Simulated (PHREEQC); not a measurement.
A solution holds 8e-05 mol PbCl2 and 0.00034 mol KNO3 per kg of water, at 20 °C. Closed to the air; pH follows from the charge balance.

All values are PHREEQC results (ion-association model, phreeqc.dat), not measurements.

This is a speciation only: nothing precipitates in the calculation.

Task: Estimate the pH.

Result: pH 5.93.

Task: In which forms is Pb present?

Result: Pb+2 98 %, PbOH+ 1.5 % of the Pb.
